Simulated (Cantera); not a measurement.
An isothermal, constant-pressure homogeneous reactor starts with NH3 : H2 = 1 : 3.5 (molar parts), at 1600 K and 0.158 atm.

Computed with Cantera and the gas-phase N/H chemistry of the illustrative SiF4/NH3 mechanism in the Surface Chemkin manual (1991). Walls and surfaces, which speed up NH3 decomposition in real reactors, are not modelled.

x: mole fraction; the columns are a selection and need not sum to one.

```
t (s)      x NH3   x H2      x N2      x NH    x NH2
--------  ------  -----  --------  --------  -------
9.00e-6    0.222  0.778    <1e-12    <1e-12        …
3.93e-5    0.222  0.778    <1e-12    <1e-12        …
0.000172   0.222  0.778    <1e-12  6.68e-12        …
0.000751   0.222  0.778  8.02e-11  1.32e-10        …
0.00328    0.222  0.778   1.12e-8   2.52e-9        …
0.0144     0.222  0.778   1.15e-6   4.52e-8        …
0.0627     0.222  0.778   5.81e-5   2.43e-7  4.17e-5
0.274      0.221  0.778  0.000440   2.52e-7  4.24e-5
1.20       0.217  0.781   0.00209   2.50e-7  4.19e-5
5.24       0.201  0.790   0.00877   2.41e-7  3.95e-5
22.9       0.147  0.822    0.0306   2.08e-7        …
100       0.0572  0.875    0.0675   1.21e-7        …
```

**Question.** What belongs in the gaps?

**Answer.** 
- 9.00e-6, x NH2: 1.20e-8
- 3.93e-5, x NH2: 5.13e-8
- 0.000172, x NH2: 2.23e-7
- 0.000751, x NH2: 9.72e-7
- 0.00328, x NH2: 4.24e-6
- 0.0144, x NH2: 1.80e-5
- 22.9, x NH2: 3.14e-5
- 100, x NH2: 1.49e-5
